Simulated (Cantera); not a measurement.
Input: 1 mol Al, 5.6 mol NH3, 830 mol N2, equilibrated at 327 °C and 100000 Pa.

These are equilibrium values from Cantera (NASA tables, ideal gas, pure condensed phases), not measurements of a reactor. Candidate condensed phases: Al, AlN; 13 gas species. Kinetics and transport are ignored.

Base state: N2 0.990, H2 0.00993, NH3 4.10e-5 (mole fractions); condensed: AlN(s).

What changes in the equilibrium state with this change: Al replaced by AlCl3?


| species | before | after |
|---|---|---|
| N2 | 0.990 | 0.988 |
| H2 | 0.00993 | 0.00840 |
| HCl | 0 | 0.00304 |
| AlCl3 | 0 | 0.000128 |
| Al2Cl6 | 0 | 2.26e-5 |
| NH3 | 4.10e-5 | 3.19e-5 |
| AlN(s), mol | 1.00 | 0.854 |
Further candidate phases: AlCl3, NH4Cl.
